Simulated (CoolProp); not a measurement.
The numbers come from the reference Helmholtz-energy equation of state, Rui 2013 in CoolProp.

**Question.** Give the vapour pressure (MPa), liquid density (kg/m³), vapour Z, surface tension (mN/m) of saturated R236EA at 1.25, 3.55 °C.

**Answer.** 
```
T (°C)  p (MPa)  liquid density (kg/m³)  vapour Z  surface tension (mN/m)
------  -------  ----------------------  --------  ----------------------
1.25     0.0826                    1500     0.962                    15.2
3.55     0.0910                    1490     0.959                    14.9
```

Surface tension comes from a separate correlation (Mulero 2012).
